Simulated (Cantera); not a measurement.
A Cantera script and its output.

```python
import numpy as np
import cantera as ct

gas = ct.Solution("gri30.yaml")
gas.TPX = 1273, 73000, {'CO': 0.011, 'O2': 0.0058, 'H2O': 0.0053, 'N2': 1, 'H2': 0.0014}
reactor = ct.IdealGasConstPressureReactor(gas, energy="off", clone=False)
net = ct.ReactorNet([reactor])
net.rtol, net.atol = 1e-08, 1e-18
show = ['CO', 'O2', 'H2O', 'H2', 'H2O2', 'NO2', 'H']
times = np.geomspace(1e-06, 10, 15)

steps = ct.SolutionArray(gas, extra=["t"])
rows = []
print(f"{'t/s':>10s}{'T/K':>9s}{'P/Pa':>11s}" + "".join(f"{s:>11s}" for s in show))
for t in times:
    while net.time < t:
        t_next = net.step()
        steps.append(gas.state, t=t_next)
    rows.append([np.interp(t, steps.t, y) for y in (steps.T, steps.P, *steps(*show).X.T)])
    print(f"{t:10.3e}{rows[-1][0]:9.1f}{rows[-1][1]:11.4g}" + "".join(f"{x:11.3e}" for x in rows[-1][2:]))
rate = np.gradient(steps.T, steps.t)
print("integrator steps:", len(steps.t))
if steps.T.max() > steps.T[0] + 200:
    print(f"time of steepest temperature rise: {steps.t[rate.argmax()]:.4e} s")
gas.TPX = 1273, 73000, {'CO': 0.011, 'O2': 0.0058, 'H2O': 0.0053, 'N2': 1, 'H2': 0.0014}
gas.equilibrate("TP")
print(f"equilibrium (TP): T = {gas.T:.1f} K  " + "  ".join(f"{s} {gas[s].X[0]:.3e}" for s in show))
```

Result:

```
       t/s      T/K       P/Pa         CO         O2        H2O         H2       H2O2        NO2          H
 1.000e-06   1273.0    7.3e+04  1.075e-02  5.667e-03  5.178e-03  1.368e-03  1.072e-17  4.628e-32  1.449e-12
 3.162e-06   1273.0    7.3e+04  1.075e-02  5.667e-03  5.178e-03  1.368e-03  1.057e-16  1.543e-30  4.710e-12
 1.000e-05   1273.0    7.3e+04  1.075e-02  5.667e-03  5.178e-03  1.368e-03  1.030e-15  6.299e-29  1.641e-11
 3.162e-05   1273.0    7.3e+04  1.075e-02  5.667e-03  5.178e-03  1.368e-03  9.637e-15  3.622e-27  7.152e-11
 1.000e-04   1273.0    7.3e+04  1.075e-02  5.667e-03  5.178e-03  1.368e-03  8.156e-14  3.070e-25  4.602e-10
 3.162e-04   1273.0    7.3e+04  1.075e-02  5.667e-03  5.178e-03  1.368e-03  7.392e-13  5.524e-23  5.188e-09
 1.000e-03   1273.0    7.3e+04  1.075e-02  5.665e-03  5.179e-03  1.366e-03  1.136e-10  3.377e-18  9.723e-07
 3.162e-03   1273.0    7.3e+04  7.217e-03  3.395e-03  5.511e-03  4.135e-04  7.448e-08  6.182e-11  1.106e-03
 1.000e-02   1273.0    7.3e+04  2.103e-03  9.426e-04  5.773e-03  4.500e-04  4.811e-08  1.393e-10  6.101e-04
 3.162e-02   1273.0    7.3e+04  9.555e-04  2.532e-04  6.179e-03  3.000e-04  1.899e-08  1.098e-10  1.640e-04
 1.000e-01   1273.0    7.3e+04  6.527e-04  5.507e-05  6.317e-03  2.321e-04  4.746e-09  6.183e-11  5.084e-05
 3.162e-01   1273.0    7.3e+04  5.807e-04  6.465e-06  6.357e-03  2.160e-04  5.915e-10  2.166e-11  1.500e-05
 1.000e+00   1273.0    7.3e+04  5.729e-04  4.056e-07  6.366e-03  2.152e-04  3.291e-11  5.080e-12  3.380e-06
 3.162e+00   1273.0    7.3e+04  5.728e-04  2.357e-08  6.368e-03  2.154e-04  1.348e-12  1.088e-12  6.777e-07
 1.000e+01   1273.0    7.3e+04  5.729e-04  1.834e-09  6.368e-03  2.154e-04  7.214e-14  2.958e-13  1.565e-07
integrator steps: 1865
equilibrium (TP): T = 1273.0 K  CO 5.713e-04  O2 3.456e-12  H2O 6.369e-03  H2 2.148e-04  H2O2 4.492e-16  NO2 6.319e-17  H 1.231e-08
```

Computed with Cantera and GRI-Mech 3.0 (53 species, 325 reactions).
